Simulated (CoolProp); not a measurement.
Saturation properties of R227EA (Tc = 374.9 K, pc = 2.925 MPa, ω = 0.358).

The numbers come from the reference Helmholtz-energy equation of state, Lemmon 2016 in CoolProp.

| T (K) | p (MPa) | liquid cp (kJ/(kg K)) | vapour Z | surface tension (mN/m) | liquid viscosity (µPa s) |
|---|---|---|---|---|---|
| 199.6 | 0.003521 | 0.9872 | 0.9957 | 19.6 | 979 |
| 205 | 0.005337 | 0.9947 | 0.9941 | 18.8 | 894 |
| 210.5 | 0.007937 | 1.002 | 0.9920 | 18.1 | 817 |
| 215.9 | 0.01144 | 1.010 | 0.9896 | 17.4 | 751 |
| 221.4 | 0.01625 | 1.018 | 0.9865 | 16.6 | 690 |
| 226.8 | 0.02247 | 1.027 | 0.9830 | 15.9 | 637 |
| 232.3 | 0.03068 | 1.036 | 0.9787 | 15.2 | 587 |
| 237.7 | 0.04095 | 1.044 | 0.9739 | 14.5 | 544 |
| 243.2 | 0.05409 | 1.054 | 0.9683 | 13.8 | 503 |
| 248.6 | 0.07008 | 1.064 | 0.9620 | 13.1 | 467 |
| 254 | 0.08960 | 1.074 | 0.9549 | 12.4 | 433 |
| 259.5 | 0.1137 | 1.085 | 0.9468 | 11.7 | 402 |
| 264.9 | 0.1419 | 1.096 | 0.9379 | 11.0 | 374 |
| 270.4 | 0.1761 | 1.108 | 0.9280 | 10.3 | 347 |
| 275.8 | 0.2155 | 1.120 | 0.9172 | 9.67 | 323 |

It boils at 256.8 K under 1 atm.

Viscosity comes from a separate model (Huber 2003), an estimate that may be off by 10 % or more. Surface tension comes from a separate correlation (Mulero 2012).
